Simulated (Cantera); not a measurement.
Cantera run:

```python
import numpy as np
import cantera as ct

gas_names = [...]  # 123 gases of nasa_gas.yaml made of C, H, O, Si
cond_names = """
    C(gr) C6H6(L) C7H8(L) C8H18(L),n-octa H2O(s) H2O(L) Si(cr) Si(L) SiC(b) SiO2(Lqz) SiO2(hqz) SiO2(L)
""".split()


# ... load() reads the species with a 1 bar reference pressure and builds the phases ...
atoms = {
    'SiC': {'Si': 1, 'C': 1},
    'CO2': {'C': 1, 'O': 2},
    'H2': {'H': 2},
    'O2': {'O': 2},
}
top_T = {'C(gr)': 4500, 'SiC(b)': 3050}  # K; cautious upper limits of use, not melting points


# ... equilibrate(T, P, feed) seeds the gas with the atoms and calls Mixture.equilibrate('TP', solver="vcs", rtol=1e-11, max_steps=5000) ...
results = []
feed = {'SiC': 1, 'CO2': 0.05, 'H2': 1.5, 'O2': 0.6}  # mol
T = 2125  # K
P = 10000  # Pa
mix = equilibrate(T, P, feed)
results.append((T, P, feed, dict(zip(mix.species_names, mix.species_moles))))
x = sorted(zip(gas.X, gas.species_names), reverse=True)
print(f"T = {T:g} K  P = {P:g} Pa  gas = {mix.phase_moles(0):.4g} mol")
print("   x: " + "  ".join(f"{s} {v:.3e}" for v, s in x if v > 0.0001))
print("   condensed (mol): " + ("  ".join(f"{mix.phase(i).name} {mix.phase_moles(i):.4g}"
      for i in range(1, mix.n_phases) if mix.phase_moles(i) > 1e-12) or "none"))
```

It prints:

```
T = 2125 K  P = 10000 Pa  gas = 2.816 mol
   x: H2 5.284e-01  CO 2.405e-01  SiO 2.212e-01  H 8.347e-03  Si 1.275e-03  SiH 1.509e-04
   condensed (mol): SiC(b) 0.3726
```

Method: chemical equilibrium by Gibbs-energy minimisation in Cantera with the NASA 1993 tables (ideal gas, pure condensed phases). Gases not in the tables: Si2H6 and higher silanes.
